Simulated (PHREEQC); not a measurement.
**Polishing slurry liquid**

Dissolve 0.3 mol KOH, 0.019 mol Fe(NO3)3 and 0.002 mol CuSO4 per kg of water at 3.4 °C. Closed to the air; pH follows from the charge balance.

Model: ion-association model, wateq4f.dat, run in PHREEQC.

No solid was allowed to form.

Problem. Predict the pH, ionic strength, activity of water.

Solution. pH 13.97; ionic strength 0.303 mol/kgw; activity of water 0.990.

Problem. In which forms is Cu present?

Solution. Cu(OH)4-2 98 %, Cu(OH)3- 2.2 % of the Cu.

Examples of supersaturated solids here: Hematite (slow to form), Goethite (slow to form). Others may be too. At this temperature some constants are extrapolated from 25 °C, and those without enthalpy data are left unchanged.
